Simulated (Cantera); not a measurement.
## Adiabatic ignition

An adiabatic, constant-volume homogeneous reactor starts with CH₃OH : O₂ : N₂ = 1 : 0.833 : 6.42 (molar parts), equivalence ratio 1.8, at 1098 K and 1.00 bar.

Cantera simulation using GRI-Mech 3.0 (53 species, 325 reactions); the numbers are that mechanism's predictions, not measurements. GRI-Mech 3.0 was tuned for natural gas; its chemistry of methanol as a main component is partial and can be far from experiment.

| t (s) | T (K) | P (bar) | x CH₃OH | x O₂ | x HCO | x N₂O | x CO₂ | x CH₂O |
|---|---|---|---|---|---|---|---|---|
| 1.00e-6 | 1098 | 1.00 | 0.121 | 0.101 | <1e-12 | <1e-12 | 2.26e-11 | 1.75e-10 |
| 3.10e-6 | 1098 | 1.00 | 0.121 | 0.101 | <1e-12 | <1e-12 | 7.79e-11 | 9.24e-10 |
| 9.63e-6 | 1098 | 1.00 | 0.121 | 0.101 | <1e-12 | <1e-12 | 2.49e-10 | 3.55e-9 |
| 2.99e-5 | 1098 | 1.00 | 0.121 | 0.101 | <1e-12 | <1e-12 | 7.82e-10 | 1.23e-8 |
| 9.28e-5 | 1098 | 1.00 | 0.121 | 0.101 | <1e-12 | <1e-12 | 2.44e-9 | 4.23e-8 |
| 0.000288 | 1098 | 1.00 | 0.121 | 0.101 | <1e-12 | <1e-12 | 7.57e-9 | 1.42e-7 |
| 0.000894 | 1098 | 1.00 | 0.121 | 0.101 | <1e-12 | <1e-12 | 2.35e-8 | 4.57e-7 |
| 0.00278 | 1098 | 1.00 | 0.121 | 0.101 | <1e-12 | 2.08e-12 | 7.29e-8 | 1.47e-6 |
| 0.00862 | 1098 | 1.00 | 0.121 | 0.101 | <1e-12 | 1.93e-11 | 2.27e-7 | 5.90e-6 |
| 0.0267 | 1098 | 1.00 | 0.121 | 0.101 | 1.84e-11 | 1.77e-10 | 7.09e-7 | 5.91e-5 |
| 0.0830 | 2269 | 2.36 | <1e-12 | 6.37e-6 | 5.09e-8 | 5.35e-9 | 0.0305 | 4.69e-9 |
| 0.258 | 2269 | 2.36 | <1e-12 | 6.34e-6 | 5.08e-8 | 5.97e-9 | 0.0305 | 4.69e-9 |
| 0.800 | 2269 | 2.36 | <1e-12 | 6.34e-6 | 5.08e-8 | 5.97e-9 | 0.0305 | 4.69e-9 |
x: mole fraction; the columns are a selection and need not sum to one.

```
Quantity                                                             Value
---------------------------------  ---------------------------------------
time of steepest temperature rise                                  61.9 ms
temperature at 0.800 s                                              2269 K
equilibrium temperature                                             2269 K
x(CH₃OH) at 0.800 s                  <1e-12 (gas-phase equilibrium <1e-12)
x(O₂) at 0.800 s                   6.34e-6 (gas-phase equilibrium 6.34e-6)
x(HCO) at 0.800 s                  5.08e-8 (gas-phase equilibrium 5.08e-8)
```
